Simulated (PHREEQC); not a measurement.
0.13 g of hydrous ferric oxide (600 m²/g; 0.2 weak and 0.005 strong sites per Fe, Dzombak-Morel constants, diffuse double layer) in 1 kg of water with 0.005 mol/kgw of an inert sodium salt and 1.8e-06 mol/kgw Na2SO4 and 0.00088 mol/kgw NaF, at 25 °C; the pH is set by adding NaOH or the inert anion's acid. Oxygen is held at 0.21 atm. CO2 from the air is kept out. Nothing may precipitate in this run.

Base run: PHREEQC, ion-association model, wateq4f.dat. Each further column changes one thing. The table gives F sorbed (%).

| pH | base | background salt from 0.005 to 0.0005 mol/kgw | oxide from 0.13 to 0.65 g/kgw | 0.00013 mol/kgw MgCl2 added |
|---|---|---|---|---|
| 4 | 24.1 | 25.6 | [?] | 24.0 |
| 4.75 | 20.7 | 21.8 | 78.0 | 20.7 |
| 5.12 | 18.3 | 19.3 | 70.8 | 18.3 |
| 5.88 | 12.7 | [?] | 51.6 | 12.6 |
| 6.25 | 9.8 | 10.3 | 41.3 | 9.8 |
| 7 | 4.8 | 5.1 | 21.4 | 4.8 |
| 7.75 | 1.6 | 1.7 | 7.5 | 1.7 |
| 8.12 | 0.8 | 0.8 | 3.8 | 1.0 |
| 8.88 | 0.2 | 0.2 | 0.8 | 0.3 |
| 9.25 | 0.1 | 0.1 | [?] | 0.2 |
| 10 | 0.0 | 0.0 | 0.1 | 0.0 |

Question: Some entries are withheld; supply them.

Answer: 
- 4, oxide from 0.13 to 0.65 g/kgw: 87.4
- 5.88, background salt from 0.005 to 0.0005 mol/kgw: 13.3
- 9.25, oxide from 0.13 to 0.65 g/kgw: 0.4
